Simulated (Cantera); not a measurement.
Feed: 1 mol SiH4, 0.13 mol C2H2, 5 mol H2, held at 1673 K and 100 Torr.

Method: chemical equilibrium by Gibbs-energy minimisation in Cantera with the NASA 1993 tables (ideal gas, pure condensed phases). Candidate condensed phases: C, C6H6, C7H8, C8H18, Si, SiC; 87 gas species. Mutual solubility and eutectic melting of coexisting phases are not modelled. Gases not in the tables: Si2H6 and higher silanes. Kinetics and transport are ignored.

Base state: H2 1.000, H 0.000312, SiH2 1.10e-5 (mole fractions); condensed: Si(s) + SiC(s).

Question: What changes in the equilibrium state with this change: pressure from 100 Torr to 1.20 Torr?

Answer: 
| species | before | after |
|---|---|---|
| H2 | 1.000 | 0.997 |
| H | 0.000312 | 0.00284 |
| Si | 3.13e-6 | 0.000261 |
| SiH | 1.93e-6 | 1.76e-5 |
| SiH2 | 1.10e-5 | 1.10e-5 |
| Si(s), mol | 0.740 | 0.738 |
| SiC(s), mol | 0.260 | 0.260 |
